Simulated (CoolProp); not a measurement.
A single-stage vapour-compression cycle with benzene: evaporating at 326.15 K (dew point), condensing at 354.15 K (bubble point), superheat 2 K, subcooling 8 K, compressor efficiency 0.65, no pressure losses. Each further row changes one setting.

Values from CoolProp's reference Helmholtz-energy equation of state, Thol 2012.

```tsv
case	cooling COP	pressure ratio	discharge temperature (K)	refrigerating effect (kJ/kg)	volumetric capacity (kJ/m³)
as stated	7.32	2.57	370.9	379	447
evaporating temperature 331.15 K	9.17	2.14	367.8	[?]	538
condensing temperature 349.15 K	[?]	2.20	364.0	388	458
subcooling 13 K	[?]	2.57	370.9	388	458
superheat 12 K	7.32	2.57	380.8	391	447
compressor efficiency 0.55	6.20	2.57	[?]	379	447
```

### Question
Some entries are withheld; supply them.

### Answer

- evaporating temperature 331.15 K, refrigerating effect (kJ/kg): 384
- condensing temperature 349.15 K, cooling COP: 9.03
- subcooling 13 K, cooling COP: 7.50
- compressor efficiency 0.55, discharge temperature (K): 377.8
